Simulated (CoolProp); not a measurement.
Vapour pressure (MPa) of nitrous oxide: the reference equation beside estimates from Tc = 309.5 K, pc = 7.245 MPa, ω = 0.161. Clausius-Clapeyron is anchored at 201.3 K with a constant enthalpy of vaporisation of 15.62 kJ/mol.

Values from CoolProp's reference Helmholtz-energy equation of state, Lemmon 2006. It is a short technical equation, of lower accuracy than the large ones.

```json
[
 {"T (K)": "192.5", "reference": "0.1582", "Clausius-Clapeyron": "0.1627", "van der Waals": "0.7719", "Soave-Redlich-Kwong": "0.1583", "Peng-Robinson": "0.1606"},
 {"T (K)": "195.5", "reference": "0.1857", "Clausius-Clapeyron": "0.1889", "van der Waals": "0.8413", "Soave-Redlich-Kwong": "0.1857", "Peng-Robinson": "0.1879"},
 {"T (K)": "198.4", "reference": "0.2156", "Clausius-Clapeyron": "0.2174", "van der Waals": "0.9122", "Soave-Redlich-Kwong": "0.2157", "Peng-Robinson": "0.2177"},
 {"T (K)": "201.3", "reference": "0.2492", "Clausius-Clapeyron": "0.2492", "van der Waals": "0.9871", "Soave-Redlich-Kwong": "0.2492", "Peng-Robinson": "0.2510"},
 {"T (K)": "204.2", "reference": "0.2866", "Clausius-Clapeyron": "0.2845", "van der Waals": "1.066", "Soave-Redlich-Kwong": "0.2867", "Peng-Robinson": "0.2882"},
 {"T (K)": "207.1", "reference": "0.3282", "Clausius-Clapeyron": "0.3236", "van der Waals": "1.149", "Soave-Redlich-Kwong": "0.3284", "Peng-Robinson": "0.3295"},
 {"T (K)": "210", "reference": "0.3743", "Clausius-Clapeyron": "0.3668", "van der Waals": "1.236", "Soave-Redlich-Kwong": "0.3746", "Peng-Robinson": "0.3751"},
 {"T (K)": "212.9", "reference": "0.4251", "Clausius-Clapeyron": "0.4143", "van der Waals": "1.327", "Soave-Redlich-Kwong": "0.4256", "Peng-Robinson": "0.4255"},
 {"T (K)": "215.8", "reference": "0.4810", "Clausius-Clapeyron": "0.4664", "van der Waals": "1.423", "Soave-Redlich-Kwong": "0.4818", "Peng-Robinson": "0.4809"},
 {"T (K)": "218.7", "reference": "0.5423", "Clausius-Clapeyron": "0.5235", "van der Waals": "1.523", "Soave-Redlich-Kwong": "0.5434", "Peng-Robinson": "0.5417"}
]
```

Absolute difference from the reference over all 10 rows, mean and median: Clausius-Clapeyron 1.9 and 1.9 %, van der Waals 270.1 and 261.0 %, Soave-Redlich-Kwong 0.1 and 0.1 %, Peng-Robinson 0.6 and 0.5 %.
